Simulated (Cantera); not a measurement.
A Cantera script and its output.

```python
import numpy as np
import cantera as ct

surf = ct.Interface("diamond.yaml", "diamond_100")
gas, bulk = surf.adjacent["gas"], surf.adjacent["diamond"]
k = surf.kinetics_species_index(bulk.species_names[0])
cover = ["c6HH", "c6H*", "c6*H", "c6**", "c6HM", "c6B"]

rows, drift = [], 0.0
print(f"{'xCH3':>10s}{'um/h':>11s}" + "".join(f"{s:>11s}" for s in cover))
for v in [1e-06, 2.5e-06, 6.2e-06, 1.6e-05, 3.9e-05, 9.7e-05, 0.00024, 0.0006, 0.0015]:
    T, P, xH, xCH3 = 1323, 21000, 0.029, v
    gas.TPX = T, P, {"H": xH, "CH3": xCH3, "CH4": 0.0036, "H2": 1 - xH - xCH3 - 0.0036}
    surf.TP = bulk.TP = T, P
    surf.coverages = "c6H*:0.1, c6HH:0.9"
    surf.advance_coverages(100.0)
    before = surf.coverages
    surf.advance_coverages(100.0)
    drift = max(drift, np.max(np.abs(surf.coverages - before) / (surf.coverages + 1e-9)))
    rate = surf.net_production_rates[k] * bulk.mean_molecular_weight / bulk.density * 3.6e9
    rows.append([rate, *surf[cover].coverages])
    print(f"{v:10.4g}{rate:11.4e}" + "".join(f"{x:11.3e}" for x in rows[-1][1:]))
```

Output:

```
      xCH3       um/h       c6HH       c6H*       c6*H       c6**       c6HM        c6B
     1e-06 1.8428e-01  3.640e-01  5.301e-02  5.314e-01  5.158e-02  3.287e-06  5.000e-10
   2.5e-06 4.6069e-01  3.640e-01  5.301e-02  5.314e-01  5.158e-02  8.217e-06  1.250e-09
   6.2e-06 1.1425e+00  3.640e-01  5.301e-02  5.314e-01  5.158e-02  2.038e-05  3.100e-09
   1.6e-05 2.9479e+00  3.640e-01  5.301e-02  5.313e-01  5.157e-02  5.258e-05  7.999e-09
   3.9e-05 7.1837e+00  3.639e-01  5.300e-02  5.313e-01  5.155e-02  1.281e-04  1.949e-08
   9.7e-05 1.7856e+01  3.638e-01  5.298e-02  5.310e-01  5.151e-02  3.185e-04  4.845e-08
   0.00024 4.4108e+01  3.636e-01  5.293e-02  5.305e-01  5.140e-02  7.869e-04  1.197e-07
    0.0006 1.0983e+02  3.629e-01  5.280e-02  5.293e-01  5.112e-02  1.960e-03  2.980e-07
    0.0015 2.7184e+02  3.612e-01  5.248e-02  5.261e-01  5.044e-02  4.856e-03  7.377e-07
```

Cantera simulation using the Harris–Goodwin 1993 mechanism for the reconstructed diamond (100) surface; the numbers are that mechanism's predictions, not measurements.
